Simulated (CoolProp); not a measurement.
CH3F (R41) along the isobar 9.55 MPa: Z from the reference equation and from simpler models built on Tc = 44.1 °C, pc = 5.906 MPa, ω = 0.200; each cubic takes its own stable root.

Values from CoolProp's reference Helmholtz-energy equation of state, Lemmon 2006. It is a short technical equation, of lower accuracy than the large ones.

| T (°C) | phase | reference | van der Waals | Redlich-Kwong | Peng-Robinson |
|---|---|---|---|---|---|
| 24.55 | liquid | 0.2067 | 0.3560 | 0.2754 | 0.2407 |
| 29.85 | liquid | 0.2099 | 0.3578 | 0.2806 | 0.2465 |
| 35.15 | liquid | 0.2140 | 0.3604 | 0.2870 | 0.2540 |
| 40.35 | liquid | 0.2194 | 0.3639 | 0.2949 | 0.2634 |
| 45.65 | supercritical | 0.2269 | 0.3685 | 0.3051 | 0.2759 |
| 50.95 | supercritical | 0.2375 | 0.3745 | 0.3181 | 0.2928 |
| 56.25 | supercritical | 0.2535 | 0.3823 | 0.3351 | 0.3159 |
| 61.55 | supercritical | 0.2795 | 0.3922 | 0.3576 | 0.3476 |
| 66.75 | supercritical | 0.3204 | 0.4047 | 0.3864 | 0.3884 |
| 72.05 | supercritical | 0.3757 | 0.4210 | 0.4230 | 0.4357 |
| 77.35 | supercritical | 0.4319 | 0.4416 | 0.4640 | 0.4821 |
| 82.65 | supercritical | 0.4813 | 0.4670 | 0.5045 | 0.5238 |
| 87.95 | supercritical | 0.5234 | 0.4960 | 0.5416 | 0.5604 |
| 93.15 | supercritical | 0.5587 | 0.5258 | 0.5739 | 0.5919 |
| 98.45 | supercritical | 0.5901 | 0.5554 | 0.6032 | 0.6204 |
| 103.75 | supercritical | 0.6177 | 0.5829 | 0.6291 | 0.6457 |
